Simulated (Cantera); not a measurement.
A freely propagating, adiabatic, planar premixed flame of CH₄ : H₂ : O₂ : N₂ = 1.3 : 0.25 : 2.19 : 8.24 (molar parts), equivalence ratio 1.2, unburnt at 325 K and 4.00 bar; mixture-averaged transport, grid criteria slope 0.08 and curve 0.16, no radiation.

Detailed kinetics in Cantera: GRI-Mech 3.0 (53 species, 325 reactions). Burning velocities carry a grid error of a few per cent, more on coarse grids.

### Question
Predict: laminar burning velocity; thermal thickness; peak x(C₂H₂); peak x(C₂H₄); peak x(O).

### Answer
| Item | Result |
|---|---|
| laminar burning velocity | 18.9 cm/s |
| thermal thickness | 0.216 mm |
| peak x(C₂H₂) | 0.000837 |
| peak x(C₂H₄) | 0.00123 |
| peak x(O) | 0.000159 |
